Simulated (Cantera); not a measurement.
# Thermodynamics of silicon nitride deposition, feed SiH2Cl2 + N2 + H2 + NH3

Charge: 1 mol SiH2Cl2, 4.1 mol N2, 11 mol H2, 12 mol NH3, at 0.00320 bar.

Cantera equilibrium calculation (NASA polynomials, part measured and part estimated; ideal gas, pure solids and liquids). Candidate condensed phases: NH4Cl, Si, Si3N4; 28 gas species. The tables' values for SiCl, SiN, SiCl3 are old estimates; treat these amounts as uncertain. Gases not in the tables: Si2H6 and higher silanes. Rates play no part.

| T (K) | x H2 | x N2 | x HCl | x H | x SiCl2 | x Si | x SiCl | x Cl | n Si3N4(s) | n Si(l) |
|---|---|---|---|---|---|---|---|---|---|---|
| 823 | 0.717 | 0.233 | 0.0495 | 1.10e-10 | 4.67e-11 | <1e-12 | <1e-12 | 7.73e-12 | 0.333 | 0 |
| 923 | 0.717 | 0.233 | 0.0495 | 3.66e-9 | 3.16e-9 | <1e-12 | <1e-12 | 2.44e-10 | 0.333 | 0 |
| 1023 | 0.717 | 0.233 | 0.0495 | 6.20e-8 | 9.29e-8 | <1e-12 | <1e-12 | 3.94e-9 | 0.333 | 0 |
| 1123 | 0.717 | 0.233 | 0.0495 | 6.38e-7 | 1.49e-6 | <1e-12 | <1e-12 | 3.91e-8 | 0.333 | 0 |
| 1223 | 0.717 | 0.233 | 0.0494 | 4.50e-6 | 1.50e-5 | 1.82e-12 | 7.88e-11 | 2.67e-7 | 0.333 | 0 |
| 1323 | 0.717 | 0.233 | 0.0492 | 2.37e-5 | 0.000105 | 3.15e-10 | 4.16e-9 | 1.37e-6 | 0.332 | 0 |
| 1423 | 0.717 | 0.234 | 0.0483 | 9.95e-5 | 0.000537 | 2.61e-8 | 1.23e-7 | 5.49e-6 | 0.326 | 0 |
| 1523 | 0.718 | 0.234 | 0.0453 | 0.000346 | 0.00200 | 1.20e-6 | 2.19e-6 | 1.75e-5 | 0.306 | 0 |
| 1623 | 0.719 | 0.236 | 0.0389 | 0.00104 | 0.00514 | 3.42e-5 | 2.46e-5 | 4.41e-5 | 0.263 | 0 |
| 1723 | 0.709 | 0.245 | 0.0358 | 0.00272 | 0.00626 | 0.000307 | 0.000103 | 0.000106 | 0 | 0.723 |
| 1823 | 0.705 | 0.245 | 0.0365 | 0.00643 | 0.00568 | 0.00138 | 0.000257 | 0.000254 | 0 | 0.690 |
| 1923 | 0.695 | 0.242 | 0.0367 | 0.0139 | 0.00509 | 0.00530 | 0.000577 | 0.000552 | 0 | 0.520 |
x: gas mole fraction; n: condensed amount in mol.

From 823 K to 1623 K the condensed part is Si3N4(s). From 1723 K to 1923 K the condensed part is Si(l). The main Si-bearing gas is SiCl4 at 823 K and Si at 1923 K.
